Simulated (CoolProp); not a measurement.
Computed with CoolProp (reference Helmholtz-energy equation of state, Lemmon 2005). It is a short technical equation, of lower accuracy than the large ones.

Give the vapour pressure (bar), liquid density (kg/m³), vapour density (kg/m³), liquid cp (kJ/(kg K)) of saturated cis-2-butene at 106.65 °C.


| T (°C) | p (bar) | liquid density (kg/m³) | vapour density (kg/m³) | liquid cp (kJ/(kg K)) |
|---|---|---|---|---|
| 106.65 | 16.2 | 498 | 39.3 | 2.87 |
